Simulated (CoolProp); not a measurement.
A single-stage vapour-compression cycle with trans-2-butene: evaporating at 234.15 K (dew point), condensing at 280.15 K (bubble point), superheat 10 K, subcooling 5 K, compressor efficiency 0.85, no pressure losses. Each further row changes one setting.

Computed with CoolProp (reference Helmholtz-energy equation of state, Lemmon 2005). It is a short technical equation, of lower accuracy than the large ones.

```
case                              cooling COP  pressure ratio  discharge temperature (K)  refrigerating effect (kJ/kg)  volumetric capacity (kJ/m³)
--------------------------------  -----------  --------------  -------------------------  ----------------------------  ---------------------------
as stated                                3.82            7.79                      311.1                           365                          167
evaporating temperature 239.15 K         4.46            5.96                      307.7                           372                          218
condensing temperature 275.15 K          4.36            6.47                      304.8                           376                          172
subcooling 10 K                          3.94            7.79                      311.1                           376                          172
superheat 20 K                           3.81            7.79                      321.8                           379                          166
compressor efficiency 0.75               3.37            7.79                      318.7                           365                          167
```
